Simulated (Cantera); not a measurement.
## Halide evaporation, hydrolysis and transport: CaCl₂ + H₂

A closed system holds: 1 mol CaCl₂, 42 mol H₂, equilibrated at 1225 K.

Method: chemical equilibrium by Gibbs-energy minimisation in Cantera with the NASA 1993 tables (ideal gas, pure condensed phases). Candidate condensed phases: Ca, CaCl₂; 9 gas species. Kinetics and transport are ignored.

```json
[
 {"P (Pa)": "0.100", "x H₂": "0.976", "x CaCl₂": "0.0228", "x HCl": "0.000593", "x H": "0.000308", "n CaCl₂(l)": "0"},
 {"P (Pa)": "0.460", "x H₂": "0.976", "x CaCl₂": "0.0230", "x HCl": "0.000373", "x H": "0.000144", "n CaCl₂(l)": "0"},
 {"P (Pa)": "2.20", "x H₂": "0.976", "x CaCl₂": "0.0231", "x HCl": "0.000233", "x H": "6.57e-5", "n CaCl₂(l)": "0"},
 {"P (Pa)": "10", "x H₂": "0.977", "x CaCl₂": "0.0231", "x HCl": "0.000150", "x H": "3.08e-5", "n CaCl₂(l)": "0"},
 {"P (Pa)": "46", "x H₂": "0.977", "x CaCl₂": "0.0232", "x HCl": "9.66e-5", "x H": "1.44e-5", "n CaCl₂(l)": "0"},
 {"P (Pa)": "220", "x H₂": "0.994", "x CaCl₂": "0.00558", "x HCl": "3.38e-5", "x H": "6.63e-6", "n CaCl₂(l)": "0.763"},
 {"P (Pa)": "1000", "x H₂": "0.999", "x CaCl₂": "0.00123", "x HCl": "1.16e-5", "x H": "3.11e-6", "n CaCl₂(l)": "0.948"},
 {"P (Pa)": "4600", "x H₂": "1.000", "x CaCl₂": "0.000267", "x HCl": "3.98e-6", "x H": "1.45e-6", "n CaCl₂(l)": "0.989"},
 {"P (Pa)": "22000", "x H₂": "1.000", "x CaCl₂": "5.58e-5", "x HCl": "1.34e-6", "x H": "6.64e-7", "n CaCl₂(l)": "0.998"},
 {"P (Pa)": "100000", "x H₂": "1.000", "x CaCl₂": "1.23e-5", "x HCl": "4.72e-7", "x H": "3.12e-7", "n CaCl₂(l)": "0.999"}
]
```
x: gas mole fraction; n: condensed amount in mol.

From 0.100 Pa to 46.0 Pa nothing is condensed. From 2.20 mbar to 1.00 bar the condensed part is CaCl₂(l). The main Ca-bearing gas is CaCl₂ throughout.
